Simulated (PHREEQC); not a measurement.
Solution (25 °C): 0.34 mol/kgw Na2CO3, 0.0086 mol/kgw K2SO4 and 0.086 mol/kgw KBr. Closed to the air; pH follows from the charge balance.

Model: Pitzer model, pitzer.dat, run in PHREEQC.

Question: The ionic strength comes out as 1.13 mol/kgw. What activity coefficients do SO4-2, CO3-2, Na+, K+, HCO3- get?

Answer: SO4-2 0.092, CO3-2 0.12, Na+ 0.56, K+ 0.59, HCO3- 0.53. Single-ion values are on the MacInnes scale.

This is a speciation only: nothing precipitates in the calculation. In brines, pH and single-ion activities rest on the MacInnes convention.
